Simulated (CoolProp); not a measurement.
Aqueous potassium carbonate as a coolant, 17 % by mass, freezing at -7.0 °C, 1 atm.

Computed with CoolProp (Melinder's fits for secondary coolants).

```
T (°C)  conductivity (W/(m K))  density (kg/m³)  cp (kJ/(kg K))  viscosity (mPa s)
------  ----------------------  ---------------  --------------  -----------------
-5.9                     0.540             1168           3.381                ___
-0.9                     0.547             1167             ___               2.61
4.2                      0.555             1165           3.398               2.26
9.2                      0.563             1164           3.406               1.99
14.3                       ___             1162           3.415               1.76
19.3                     0.580             1160           3.423               1.58
24.4                     0.589             1158           3.431               1.42
29.4                     0.597              ___           3.439               1.29
34.5                     0.606             1153           3.446               1.17
```

**Question.** Some entries are withheld; supply them.

**Answer.** 
- -5.9, viscosity (mPa s): 3.05
- -0.9, cp (kJ/(kg K)): 3.389
- 14.3, conductivity (W/(m K)): 0.572
- 29.4, density (kg/m³): 1155
